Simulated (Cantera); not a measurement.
Input (Python, Cantera) and output of one run.

```python
import numpy as np
import cantera as ct

gas_names = """
    C CH CH2 CH3 CH2OH CH3O CH4 CH3OH CN CO CO2 COOH C2 C2H CHCO,ketyl C2H2,acetylene C2H2,vinylidene
    CH2CO,ketene C2H3,vinyl CH3CN CH3CO,acetyl C2H4 C2H4O,ethylen CH3CHO,ethanal CH3COOH (HCOOH)2 C2H5
    C2H6 CH3OCH3 C2H5OH CCN CNC C2N2 C2O C3 C3H3,propargyl C3H4,allene C3H4,propyne C3H4,cyclo-
    C3H5,allyl C3H6,propylene C3H6,cyclo- C3H6O C3H7,n-propyl C3H7,i-propyl C3H8 C3H8O,1propanol
    C3H8O,2propanol C3O2 C4 C4H2 C4H4,1,3-cyclo- C4H6,butadiene C4H6,2-butyne C4H6,cyclo- C4H8,1-butene
    C4H8,cis2-buten C4H8,tr2-butene C4H8,isobutene C4H8,cyclo- (CH3COOH)2 C4H9,n-butyl C4H9,i-butyl
    C4H9,s-butyl C4H9,t-butyl C4H10,isobutane C4H10,n-butane C4N2 C5 C5H6,1,3cyclo- C5H8,cyclo-
    C5H10,1-pentene C5H10,cyclo- C5H11,pentyl C5H11,t-pentyl C5H12,n-pentane C5H12,i-pentane
    CH3C(CH3)2CH3 C6H2 C6H5,phenyl C6H5O,phenoxy C6H6 C6H5OH,phenol C6H10,cyclo- C6H12,1-hexene
    C6H12,cyclo- C6H13,n-hexyl C7H7,benzyl C7H8 C7H8O,cresol C7H14,1-heptene C7H15,n-heptyl
    C7H16,n-heptane C8H8,styrene C8H10,ethylbenz C8H16,1-octene C8H17,n-octyl C8H18,isooctane
    C8H18,n-octane C9H19,n-nonyl C10H8,naphthale C10H21,n-decyl C12H9,o-bipheny C12H10,bipheny H HCN HCO
    HCCN HNC HNCO HNO HNO2 HNO3 HO2 H2 HCHO,formaldehy HCOOH H2O H2O2 N NCO NH NH2 NH3 NH2OH NO NO2 NO3
    N2 N2H2 N2H4 N2O O OH O2 O3
""".split()
cond_names = """
    C(gr) C6H6(L) C7H8(L) C8H18(L),n-octa H2O(s) H2O(L)
""".split()


def load(file, names, dense=False):
    # The tables refer to 1 bar. Condensed volumes are neglected.
    table = {s.name: s for s in ct.Species.list_from_file(file)}
    out = []
    for n in names:
        d = dict(table[n].input_data)
        d["thermo"] = dict(d["thermo"], **{"reference-pressure": 1e5})
        if dense:
            d["equation-of-state"] = {"model": "constant-volume", "density": "1e6 g/cm^3"}
        out.append(ct.Species.from_dict(d))
    return out


gas = ct.Solution(thermo="ideal-gas", species=load("nasa_gas.yaml", gas_names))
cond = {s.name: ct.Solution(thermo="fixed-stoichiometry", species=[s], name=s.name)
        for s in load("nasa_condensed.yaml", cond_names, dense=True)}
atoms = {
    'C2H5OH': {'C': 2, 'H': 6, 'O': 1},
    'H2': {'H': 2},
    'N2': {'N': 2},
}
top_T = {'C(gr)': 4500}  # K; cautious upper limits of use, not melting points


def equilibrate(T, P, feed):
    n = {}
    for name, mol in feed.items():
        for a, k in atoms[name].items():
            n[a] = n.get(a, 0.0) + k * mol
    gas.TPX = T, P, n
    mass = sum(n.values()) * gas.mean_molecular_weight
    gas.equilibrate("TP")
    valid = [c for c in cond.values() if c.min_temp <= T <= top_T.get(c.name, c.max_temp)]
    mix = ct.Mixture([(gas, mass / gas.mean_molecular_weight)] + [(c, 0.0) for c in valid])
    mix.T, mix.P = T, P
    mix.equilibrate("TP", solver="vcs", rtol=1e-11, max_steps=5000)
    return mix


results = []
feed = {'C2H5OH': 1, 'H2': 9, 'N2': 20}  # mol
P = 48  # Pa
for T in [1298, 1398, 1498, 1598, 1698, 1798, 1898, 1998, 2098, 2198, 2298]:
    mix = equilibrate(T, P, feed)
    results.append((T, P, feed, dict(zip(mix.species_names, mix.species_moles))))

top = {s: max(r[3][s] / sum(r[3][g] for g in gas_names) for r in results) for s in gas_names}
cols = sorted((s for s in top if top[s] > 1e-05), key=lambda s: -top[s])[:9]
seen = [c for c in cond_names if any(r[3].get(c, 0) > 1e-12 for r in results)]
print("log10 of partial pressures in bar; condensed amounts in mol")
print(f"{'T/K':>10s}" + "".join(f"{s[:9]:>10s}" for s in cols + seen))
for T, P, feed, n in results:
    ng = sum(n[g] for g in gas_names)
    print(f"{T:10.4g}" + "".join(f"{np.log10(max(n[s] / ng * P / 1e5, 1e-99)):10.3f}" for s in cols)
          + "".join(f"{n.get(c, 0):10.4g}" for c in seen))
```

Output:

```
log10 of partial pressures in bar; condensed amounts in mol
       T/K        N2        H2         H        CO       HCN       HNC C2H2,acet        CN       C2H     C(gr)
      1298    -3.536    -3.758    -7.849    -4.837    -7.339    -9.441   -10.011   -14.180   -17.458    0.9968
      1398    -3.536    -3.758    -7.204    -4.837    -6.959    -8.886    -9.369   -12.920   -15.835    0.9923
      1498    -3.537    -3.759    -6.644    -4.837    -6.630    -8.405    -8.814   -11.829   -14.430    0.9834
      1598    -3.537    -3.760    -6.154    -4.838    -6.343    -7.986    -8.330   -10.877   -13.202    0.9674
      1698    -3.538    -3.762    -5.721    -4.838    -6.091    -7.617    -7.905   -10.038   -12.120    0.9407
      1798    -3.539    -3.768    -5.337    -4.839    -5.870    -7.292    -7.531    -9.293   -11.161    0.8991
      1898    -3.543    -3.779    -4.996    -4.842    -5.676    -7.006    -7.203    -8.629   -10.308    0.8377
      1998    -3.548    -3.799    -4.694    -4.847    -5.508    -6.755    -6.919    -8.034    -9.545     0.752
      2098    -3.557    -3.834    -4.429    -4.854    -5.367    -6.539    -6.679    -7.497    -8.864    0.6395
      2198    -3.571    -3.892    -4.200    -4.867    -5.255    -6.359    -6.488    -7.013    -8.259    0.5019
      2298    -3.589    -3.984    -4.011    -4.884    -5.175    -6.217    -6.352    -6.575    -7.727    0.3453
```

Equilibrium computed with Cantera from the NASA thermochemical tables; the gas is ideal and each condensed phase is pure.
